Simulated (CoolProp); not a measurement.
Vapour-liquid equilibrium of R114 (1) + n-hexane (2) at 300.8 K; x and y are mole fractions of (1).

Values from CoolProp's multi-fluid Helmholtz-energy mixture model, Platzer 1990 and Thol 2019; pair parameters Bell 2016. This equation is an older, rougher fit; its heat capacities, sound speeds and derivatives of the liquid may be far off and weren't checked against measurements.

Task: Give the bubble pressure and the first vapour's composition at x = 0.05, 0.65, 0.8. Is there an azeotrope?

Result: x = 0.05: 0.04072 MPa, y = 0.466; x = 0.65: 0.1728 MPa, y = 0.935; x = 0.8: 0.1971 MPa, y = 0.961. No azeotrope shows between x = 0.05 and 0.95.

The pair parameters rest on a limited set of measurements; away from them the model extrapolates.
